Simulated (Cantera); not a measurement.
Cantera run, input and output.

```python
import numpy as np
import cantera as ct

surf = ct.Interface("ptcombust.yaml", "Pt_surf")
gas = surf.adjacent["gas"]
gas.TPX = 300, 12000, {'CH4': 0.026, 'O2': 0.063, 'N2': 0.79}
jet = ct.ImpingingJet(gas=gas, width=0.027, surface=surf)
jet.inlet.mdot, jet.inlet.T, jet.inlet.X = 0.14, 300, {'CH4': 0.026, 'O2': 0.063, 'N2': 0.79}
jet.set_refine_criteria(ratio=10, slope=0.2, curve=0.3)
show, cover = ['CH4', 'O2', 'H2O', 'OH', 'CO', 'CO2'], ["PT(S)", "H(S)", "O(S)", "OH(S)", "CO(S)", "C(S)"]

rows = []
print(f"{'Ts/K':>7s}" + "".join(f"{s:>11s}" for s in show + cover) + "   (gas at the wall, coverages)")
for i, Ts in enumerate([850, 900, 950, 1000, 1050]):
    jet.surface.T = Ts
    if i == 0:
        surf.TP = Ts, 12000
        surf.coverages = "PT(S):0.5, O(S):0.5"
        surf.advance_coverages(1.0)
        jet.set_initial_guess(products="inlet")
    jet.solve(loglevel=0, auto=(i == 0))
    rows.append([*(jet.X[gas.species_index(s), -1] for s in show), *surf[cover].coverages])
    print(f"{Ts:7g}" + "".join(f"{x:11.3e}" for x in rows[-1]))
```

Result:

```
   Ts/K        CH4         O2        H2O         OH         CO        CO2      PT(S)       H(S)       O(S)      OH(S)      CO(S)       C(S)   (gas at the wall, coverages)
    850  2.482e-02  6.155e-02  8.920e-03  5.151e-09  6.983e-06  5.831e-03  1.565e-01  2.621e-08  8.425e-01  9.951e-04  1.952e-05  4.986e-08
    900  2.050e-02  5.237e-02  1.696e-02  2.147e-08  8.401e-06  1.112e-02  2.285e-01  9.172e-08  7.702e-01  1.263e-03  1.795e-05  6.386e-08
    950  1.588e-02  4.257e-02  2.552e-02  6.948e-08  9.248e-06  1.678e-02  3.097e-01  2.500e-07  6.889e-01  1.391e-03  1.454e-05  6.961e-08
   1000  1.202e-02  3.443e-02  3.260e-02  1.897e-07  9.797e-06  2.148e-02  3.944e-01  5.619e-07  6.042e-01  1.382e-03  1.098e-05  6.864e-08
   1050  9.246e-03  2.858e-02  3.766e-02  4.555e-07  1.041e-05  2.485e-02  4.771e-01  1.094e-06  5.216e-01  1.284e-03  8.109e-06  6.454e-08
```

Model: Deutschmann's 1995 Pt surface mechanism with GRI-Mech 3.0 gas chemistry, integrated in Cantera. Catalytic surfaces can have several steady states; this one follows from the mechanism file's or the stated starting coverage.
